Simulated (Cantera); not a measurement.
Input: 1 mol SiCl₄, 0.11 mol C₂H₄, 1.1 mol H₂, held at 0.00133 bar.

Cantera equilibrium calculation (NASA polynomials, part measured and part estimated; ideal gas, pure solids and liquids). Candidate condensed phases: C, C₆H₆, C₇H₈, C₈H₁₈, Si, SiC; 109 gas species. The tables' values for SiCl, SiCl₃ are old estimates; treat these amounts as uncertain. Equilibrium is a limit: real reactors are often held back by kinetics, nucleation or transport.

Question: At 2548 K, list the 6 most abundant gas species with their mole fractions, and the condensed phases.

Answer: Cl 0.448, H 0.181, HCl 0.161, Si 0.115, H₂ 0.0457, SiCl₂ 0.0182. Condensed: gas only.
